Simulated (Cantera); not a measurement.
A closed system holds: 1 mol SiH2Cl2, 0.015 mol C2H2, 8 mol H2, at 1.00 bar.

Equilibrium computed with Cantera from the NASA thermochemical tables; the gas is ideal and each condensed phase is pure. Candidate condensed phases: C, C6H6, C7H8, C8H18, Si, SiC; 109 gas species. Mutual solubility and eutectic melting of coexisting phases are not modelled. The tables' values for SiCl3, SiCl are old estimates; treat these amounts as uncertain. Gases not in the tables: Si2H6 and higher silanes. Equilibrium is a limit: real reactors are often held back by kinetics, nucleation or transport.

x: gas mole fraction; n: condensed amount in mol.

```csv
T (K),x H2,x HCl,x SiCl2,x SiCl4,x SiHCl3,x H,n Si(s),n SiC(s),n Si(l)
1248,0.907,0.0424,0.00498,0.0225,0.0169,4.45e-7,0.489,0.0298,0
1348,0.890,0.0627,0.0124,0.0152,0.0122,2.18e-6,0.510,0.0298,0
1448,0.873,0.0809,0.0231,0.00789,0.00728,8.61e-6,0.515,0.0299,0
1548,0.861,0.0926,0.0331,0.00315,0.00358,2.86e-5,0.508,0.0299,0
1648,0.855,0.0979,0.0398,0.00109,0.00158,8.23e-5,0.498,0.0299,0
1748,0.850,0.103,0.0419,0.000383,0.000694,0.000211,0,0.0299,0.508
1848,0.846,0.110,0.0412,?,?,?,0,0.0299,0.531
1948,0.842,0.115,0.0399,?,?,?,0,0.0298,0.552
2048,0.839,0.119,0.0383,2.63e-5,7.94e-5,0.00205,0,0.0297,0.570
2148,0.835,0.123,0.0367,1.24e-5,4.31e-5,0.00381,0,0.0294,0.584
2248,0.829,0.126,0.0350,6.16e-6,2.46e-5,0.00669,0,0.0285,0.593
2348,0.822,0.128,0.0332,3.21e-6,1.45e-5,0.0112,0,0.0258,0.593
```

Problem. Complete the blanks.

Solution. 
- 1948, x SiCl4: 5.99e-5
- 1948, x SiHCl3: 0.000154
- 1948, x H: 0.00104
- 1848, x SiCl4: 0.000146
- 1848, x SiHCl3: 0.000317
- 1848, x H: 0.000488
